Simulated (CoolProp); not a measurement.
Computed with CoolProp (reference Helmholtz-energy equation of state, Kamei 1995).

### Question
For R22, give the phase and the cv (kJ/(kg K)), viscosity (µPa s), Prandtl number at 185.6 K and 27.9 MPa; 228.4 K and 27.9 MPa.

### Answer
- 185.6 K and 27.9 MPa: liquid; cv 0.678, viscosity 804, Prandtl number 5.80
- 228.4 K and 27.9 MPa: liquid; cv 0.665, viscosity 396, Prandtl number 3.29

Viscosity comes from a separate model (Bell 2016), an estimate that may be off by 10 % or more. Thermal conductivity comes from a separate model (McLinden 2000), an estimate that may be off by 10 % or more.
